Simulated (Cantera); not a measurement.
A diamond (100) surface in a fixed gas of H2 with x(CH4) = 0.002, x(H) = 0.02, x(CH3) = 0.00013, at 900 K; coverages are run to steady state.

Model: the Harris–Goodwin 1993 mechanism for the reconstructed diamond (100) surface, integrated in Cantera.

θ: site fractions in the mechanism's names (c6HH fully hydrogenated, c6H* and c6*H radical sites, c6** diradical, c6HM methylated).

```tsv
P (Pa)	growth (µm/h)	θ c6HH	θ c6H*	θ c6*H	θ c6**	θ c6HM
1100	…	0.687	0.0104	0.291	0.00437	0.00545
1800	…	0.687	0.0105	0.291	0.00437	0.00546
3000	…	0.687	0.0105	0.291	0.00438	0.00546
4800	…	0.687	0.0106	0.291	0.00438	0.00547
7700	…	0.687	0.0107	0.291	0.00440	0.00547
12000	…	0.687	0.0108	0.291	0.00441	0.00547
20000	…	0.687	0.0111	0.290	0.00444	0.00547
33000	…	0.687	0.0116	0.290	0.00448	0.00548
```

Problem. What belongs in the gaps?

Solution. 
- 1100, growth (µm/h): 0.446
- 1800, growth (µm/h): 0.730
- 3000, growth (µm/h): 1.22
- 4800, growth (µm/h): 1.95
- 7700, growth (µm/h): 3.13
- 12000, growth (µm/h): 4.88
- 20000, growth (µm/h): 8.15
- 33000, growth (µm/h): 13.5
